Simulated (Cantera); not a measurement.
What does this Cantera script print?

```python
import numpy as np
import cantera as ct

gas_names = [...]  # 136 gases of nasa_gas.yaml made of C, H, N, O
cond_names = """
    C(gr) C6H6(L) C7H8(L) C8H18(L),n-octa H2O(s) H2O(L)
""".split()


# ... load() reads the species with a 1 bar reference pressure and builds the phases ...
atoms = {
    'CO2': {'C': 1, 'O': 2},
    'H2O': {'H': 2, 'O': 1},
    'N2': {'N': 2},
}
top_T = {'C(gr)': 4500}  # K; cautious upper limits of use, not melting points


# ... equilibrate(T, P, feed) seeds the gas with the atoms and calls Mixture.equilibrate('TP', solver="vcs", rtol=1e-11, max_steps=5000) ...
results = []
feed = {'CO2': 1, 'H2O': 8.2, 'N2': 0.26}  # mol
T = 3275  # K
for P in [10, 200, 3900, 77000, 1500000, 30000000]:
    mix = equilibrate(T, P, feed)
    results.append((T, P, feed, dict(zip(mix.species_names, mix.species_moles))))
    x = sorted(zip(gas.X, gas.species_names), reverse=True)
    print(f"T = {T:g} K  P = {P:g} Pa  gas = {mix.phase_moles(0):.4g} mol")
    print("   x: " + "  ".join(f"{s} {v:.3e}" for v, s in x if v > 0.001))
    print("   condensed (mol): " + ("  ".join(f"{mix.phase(i).name} {mix.phase_moles(i):.4g}"
          for i in range(1, mix.n_phases) if mix.phase_moles(i) > 1e-12) or "none"))
```

It prints:

```
T = 3275 K  P = 10 Pa  gas = 26.85 mol
   x: H 6.100e-01  O 3.419e-01  CO 3.724e-02  N2 9.247e-03
   condensed (mol): none
T = 3275 K  P = 200 Pa  gas = 26.44 mol
   x: H 6.018e-01  O 3.348e-01  CO 3.771e-02  N2 9.328e-03  H2 6.171e-03  OH 5.772e-03  O2 3.104e-03
   condensed (mol): none
T = 3275 K  P = 3900 Pa  gas = 21.72 mol
   x: H 4.800e-01  O 2.540e-01  H2 7.657e-02  OH 6.810e-02  CO 4.409e-02  O2 3.482e-02  H2O 2.696e-02  N2 1.044e-02  NO 3.036e-03  CO2 1.959e-03
   condensed (mol): none
T = 3275 K  P = 77000 Pa  gas = 13.33 mol
   x: H2O 3.242e-01  H 1.510e-01  H2 1.496e-01  OH 1.319e-01  O 7.916e-02  O2 6.679e-02  CO 5.893e-02  N2 1.683e-02  CO2 1.612e-02  NO 5.341e-03
   condensed (mol): none
T = 3275 K  P = 1.5e+06 Pa  gas = 10.65 mol
   x: H2O 6.350e-01  H2 8.317e-02  OH 7.848e-02  CO 4.783e-02  CO2 4.610e-02  O2 4.258e-02  H 2.551e-02  N2 2.198e-02  O 1.432e-02  NO 4.873e-03
   condensed (mol): none
T = 3275 K  P = 3e+07 Pa  gas = 9.875 mol
   x: H2O 7.778e-01  CO2 7.534e-02  H2 3.377e-02  OH 3.373e-02  CO 2.592e-02  N2 2.458e-02  O2 1.937e-02  H 3.635e-03  NO 3.476e-03  O 2.160e-03
   condensed (mol): none
```

Method: chemical equilibrium by Gibbs-energy minimisation in Cantera with the NASA 1993 tables (ideal gas, pure condensed phases). The ideal-gas law is rough above about 30 bar.
